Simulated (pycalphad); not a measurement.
CALPHAD calculation (pycalphad, COST 507 light-alloy database (1999)), 1 atm. The database dates from 1999; later assessments differ in places, in temperatures and in the compounds included. Amounts are mole fractions of atoms.

Q: Give the equilibrium state of Ti-39.9C (at.%) at 2977 °C.

A: 
```
T = 3250.00 K, P = 101325 Pa, N = 1 mol of atoms
G = -269098 J/mol, H = 6072 J/mol, S = 84.67 J/(mol K)  (SER reference)
chemical potentials (J/mol): Ti -304631, C -215576
phase             fraction      x(Ti)       x(C)
FCC_A1              0.9112     0.5942     0.4058
LIQUID              0.0888     0.6708     0.3292
```

FCC_A1 is fcc. The fcc model also describes the rock-salt carbide or nitride (TiC, TiN, HfC).
